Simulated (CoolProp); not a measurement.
R1233zd(E) along the isotherm 450 K: Z from the reference equation and from simpler models built on Tc = 438.9 K, pc = 35.83 bar, ω = 0.304; each cubic takes its own stable root.

Values from CoolProp's reference Helmholtz-energy equation of state, Akasaka 2022.

| p (bar) | phase | reference |
|---|---|---|
| 44.8 | supercritical | 0.2674 |
| 89.6 | supercritical | 0.3681 |
| 134 | supercritical | 0.5089 |
| 179 | supercritical | 0.6479 |
| 224 | supercritical | 0.7830 |
| 269 | supercritical | 0.9148 |
| 313 | supercritical | 1.041 |
| 358 | supercritical | 1.168 |

**Question.** How far does each simpler model (Redlich-Kwong, Soave-Redlich-Kwong, Peng-Robinson) lie from the reference over these 8 states: mean and median of the absolute difference, and the worst?

**Answer.** 
- Redlich-Kwong: mean 9.5 %, median 8.4 %, worst +15.4 % at 450 K and 44.8 bar
- Soave-Redlich-Kwong: mean 11.3 %, median 9.0 %, worst +24.6 % at 450 K and 44.8 bar
- Peng-Robinson: mean 4.6 %, median 3.7 %, worst +15.5 % at 450 K and 44.8 bar
